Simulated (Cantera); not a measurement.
Feed: 1 mol CuF2, 0.96 mol HF, 3.8 mol H2, at 0.470 bar.

These are equilibrium values from Cantera (NASA tables, ideal gas, pure condensed phases), not measurements of a reactor. Candidate condensed phases: Cu, CuF2; 15 gas species. Kinetics and transport are ignored.

log p: log10 of the partial pressure in bar; n: condensed amount in mol.

```
T (K)  log p HF  log p H2  log p Cu  log p H  log p CuF  log p H2F2  n Cu(s)  n Cu(l)
-----  --------  --------  --------  -------  ---------  ----------  -------  -------
1023      -0.62     -0.64    -10.42    -8.70      -9.28       -5.67     1.00        0
1098      -0.62     -0.64     -9.25    -7.93      -8.38       -5.77     1.00        0
1173      -0.62     -0.64     -8.24    -7.25      -7.61       -5.86     1.00        0
1248      -0.62     -0.64     -7.36    -6.65      -6.92       -5.93    1.000        0
1323      -0.62     -0.64     -6.57    -6.12      -6.32       -6.00    1.000        0
1398      -0.62     -0.64         …        …          …           …        0    1.000
1473      -0.62     -0.64     -5.29    -5.22      -5.34       -6.11        0    1.000
1548      -0.62     -0.64         …        …          …       -6.15        0    1.000
1623      -0.62     -0.64     -4.26    -4.48      -4.56       -6.19        0    0.999
```

Question: Fill in the missing entries.

Answer: 
- 1398, log p Cu: -5.89
- 1398, log p H: -5.65
- 1398, log p CuF: -5.80
- 1398, log p H2F2: -6.06
- 1548, log p Cu: -4.75
- 1548, log p H: -4.83
- 1548, log p CuF: -4.93
